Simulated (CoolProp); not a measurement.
Vapour-liquid equilibrium of ethane (1) + hydrogen sulfide (2) at 1.12 MPa; x and y are mole fractions of (1).

Values from CoolProp's multi-fluid Helmholtz-energy mixture model, Bücker 2006 and Lemmon 2006; pair parameters Kunz 2012.

| x | bubble temperature (°C) | y at the bubble point | dew temperature at overall composition x (°C) | liquid density (mol/L) |
|---|---|---|---|---|
| 0.05 | -5.8 | 0.237 | 1.1 | 23.83 |
| 0.125 | -14.3 | 0.435 | -1.6 | 23.01 |
| 0.2 | -19.1 | 0.536 | -4.4 | 22.10 |
| 0.275 | -21.9 | 0.594 | -7.3 | 21.18 |
| 0.35 | -23.7 | 0.632 | -10.5 | 20.31 |
| 0.425 | -25.0 | 0.662 | -13.8 | 19.49 |
| 0.5 | -25.9 | 0.689 | -17.3 | [?] |
| 0.575 | -26.8 | 0.716 | -21.0 | 18.07 |
| 0.65 | -27.5 | 0.746 | -24.5 | [?] |
| 0.725 | -28.1 | 0.782 | -27.0 | [?] |
| 0.8 | -28.5 | [?] | -28.3 | 16.39 |
| 0.875 | -28.7 | 0.878 | -28.7 | 15.92 |
| 0.95 | -28.6 | 0.945 | -28.6 | 15.48 |

Problem. Some entries are withheld; supply them.

Solution. 
- 0.5, liquid density (mol/L): 18.75
- 0.65, liquid density (mol/L): 17.45
- 0.725, liquid density (mol/L): 16.90
- 0.8, y at the bubble point: 0.825

y crosses x between x = 0.875 and 0.95: the model has an azeotrope there.

Pair parameters are fitted to limited data, so mixtures are less certain than the pure fluids. With so large a gap from Raoult's law the liquid may split in two, which this calculation doesn't test in full.
